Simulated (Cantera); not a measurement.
Input: 1 mol Cu, 1.3 mol F2, 8.3 mol N2, held at 775 K and 1.33 mbar.

Equilibrium computed with Cantera from the NASA thermochemical tables; the gas is ideal and each condensed phase is pure. Candidate condensed phases: Cu, CuF2; 11 gas species. Equilibrium is a limit: real reactors are often held back by kinetics, nucleation or transport.

Base state: N2 0.954, F 0.0231, F2 0.0227, NF3 0.000170 (mole fractions); condensed: CuF2(s).

Task: What changes in the equilibrium state with this change: temperature from 775 K to 1373 K?

Result: 
```
species         before     after
------------  --------  --------
N2               0.954     0.838
CuF2           1.15e-6     0.100
F               0.0231    0.0611
F2              0.0227   2.31e-6
CuF              <1e-9  0.000556
NF3           0.000170     <1e-9
CuF2(s), mol     1.000         0
```
